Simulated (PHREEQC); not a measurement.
# Polishing slurry liquid: an equilibrium model

Consider water at 7 °C with 0.0015 mol HNO3, 0.00024 mol Fe(NO3)3 and 0.23 mol CuSO4 per kg of water. Closed to the air; pH follows from the charge balance.

The numbers come from PHREEQC with the ion-association model, wateq4f.dat.

Each row changes one thing in this solution. This is a speciation only: nothing precipitates in the calculation.

```csv
case,pH,ionic strength (mol/kgw),CuSO4 (mol/kgw),Cu+2 (mol/kgw),SO4-2 (mol/kgw),HSO4- (mol/kgw),SI of Chalcanthite (CuSO4:5H2O)
as made,3.39,0.447,0.118,0.112,0.111,0.000993,-0.44
diluted 100-fold with water,4.76,0.00786,0.000340,0.00196,0.00196,1.77e-6,-3.01
Fe(NO3)3 left out,3.40,0.446,0.118,0.112,0.111,0.000983,-0.44
temperature from 7 to 20 °C,3.45,0.436,0.121,0.109,0.108,0.00108,-0.52
temperature from 7 to 35 °C,3.53,0.428,0.123,0.107,0.106,0.00121,-0.61
diluted 5-fold with water,3.81,0.108,0.0189,0.0271,0.0269,0.000135,-1.26
HNO3 from 0.0015 to 0.00225 mol/kgw,3.22,0.447,0.118,0.112,0.110,0.00148,-0.44
diluted 2-fold with water,3.57,0.241,0.0547,0.0603,0.0598,0.000428,-0.79
```

Some of these states are supersaturated (in Hematite (slow to form), Goethite (slow to form), for instance). Constants without temperature data keep their 25 °C values here.
